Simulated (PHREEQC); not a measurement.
Consider water at 20 °C with 0.0053 mol/kgw HCl, 0.074 mol/kgw Na2B4O7 and 0.0014 mol/kgw H4SiO4. Closed to the air; pH follows from the charge balance.

Computed with PHREEQC (Pitzer model, pitzer.dat).

Precipitation was switched off in this run.

Q: Predict the pH, osmotic coefficient, ionic strength.

A: pH 9.16; osmotic coefficient 0.877; ionic strength 0.165 mol/kgw.

Q: In which forms is Si present?

A: H4SiO4 79 %, H3SiO4- 21 % of the Si.
